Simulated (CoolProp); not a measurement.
The fluid at 293.15 K and 0.425 MPa is throttled through a valve to 0.172 MPa with no heat exchange. The same conditions are run with several fluids, on thermodynamics alone (safety and materials aside).

Model: reference Helmholtz-energy equation of state of each fluid (dimethyl ether: Wu 2011; R125: Lemmon 2005; dry air: Lemmon 2000; methane: Setzmann 1991; R404A: Lemmon 2003), in CoolProp. Blends and air are pseudo-pure fits.

Problem. Rank dimethyl ether, R125, dry air, methane, R404A by temperature change (K), highest first.

Solution. dry air (-0.6), methane (-1.1), R125 (-3.9), R404A (-4.9), dimethyl ether (-7.0)

| fluid | final density (kg/m³) |
|---|---|
| dimethyl ether | 3.46 |
| R125 | 8.84 |
| dry air | 2.05 |
| methane | 1.14 |
| R404A | 7.24 |
